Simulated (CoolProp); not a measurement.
R152A along the isotherm 135.05 °C: Z from the reference equation and from simpler models built on Tc = 113.3 °C, pc = 4.517 MPa, ω = 0.275; each cubic takes its own stable root.

The numbers come from the reference Helmholtz-energy equation of state, Outcalt 1996 in CoolProp. It is a modified Benedict-Webb-Rubin equation, recast in Helmholtz form.

```json
[
 {"p (MPa)": "0.282", "phase": "gas", "reference": "0.9807", "Pitzer virial": "0.9821", "Soave-Redlich-Kwong": "0.9822"},
 {"p (MPa)": "0.565", "phase": "gas", "reference": "0.9609", "Pitzer virial": "0.9641", "Soave-Redlich-Kwong": "0.9640"},
 {"p (MPa)": "0.847", "phase": "gas", "reference": "0.9408", "Pitzer virial": "0.9462", "Soave-Redlich-Kwong": "0.9455"},
 {"p (MPa)": "1.13", "phase": "gas", "reference": "0.9202", "Pitzer virial": "0.9283", "Soave-Redlich-Kwong": "0.9264"},
 {"p (MPa)": "1.41", "phase": "gas", "reference": "0.8994", "Pitzer virial": "0.9105", "Soave-Redlich-Kwong": "0.9072"},
 {"p (MPa)": "1.69", "phase": "gas", "reference": "0.8780", "Pitzer virial": "0.8927", "Soave-Redlich-Kwong": "0.8874"},
 {"p (MPa)": "1.98", "phase": "gas", "reference": "0.8553", "Pitzer virial": "0.8743", "Soave-Redlich-Kwong": "0.8664"},
 {"p (MPa)": "2.26", "phase": "gas", "reference": "0.8328", "Pitzer virial": "0.8565", "Soave-Redlich-Kwong": "0.8455"}
]
```
